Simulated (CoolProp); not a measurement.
Propylene glycol along the isobar 35.8 MPa: Z from the reference equation and from simpler models built on Tc = 674.0 K, pc = 7.292 MPa, ω = 0.327; each cubic takes its own stable root.

Values from CoolProp's reference Helmholtz-energy equation of state, Eisenbach 2021.

| T (K) | phase | reference | van der Waals | Redlich-Kwong | Soave-Redlich-Kwong | Peng-Robinson |
|---|---|---|---|---|---|---|
| 478 | liquid | 0.7521 | 1.089 | 0.7775 | 0.7553 | 0.6723 |
| 490.9 | liquid | 0.7415 | 1.069 | 0.7666 | 0.7447 | 0.6628 |
| 503.8 | liquid | 0.7319 | 1.050 | 0.7566 | 0.7351 | 0.6543 |
| 516.7 | liquid | 0.7233 | 1.033 | 0.7476 | 0.7266 | 0.6468 |
| 529.7 | liquid | 0.7156 | 1.016 | 0.7393 | 0.7190 | 0.6401 |
| 542.6 | liquid | 0.7088 | 1.001 | 0.7319 | 0.7124 | 0.6343 |
| 555.5 | liquid | 0.7029 | 0.9866 | 0.7253 | 0.7067 | 0.6295 |
| 568.4 | liquid | 0.6980 | 0.9731 | 0.7195 | 0.7019 | 0.6255 |
| 581.3 | liquid | 0.6940 | 0.9604 | 0.7143 | 0.6981 | 0.6223 |
| 594.2 | liquid | 0.6909 | 0.9485 | 0.7099 | 0.6951 | 0.6200 |
| 607.1 | liquid | 0.6889 | 0.9374 | 0.7061 | 0.6930 | 0.6186 |
| 620 | liquid | 0.6878 | 0.9270 | 0.7030 | 0.6918 | 0.6181 |
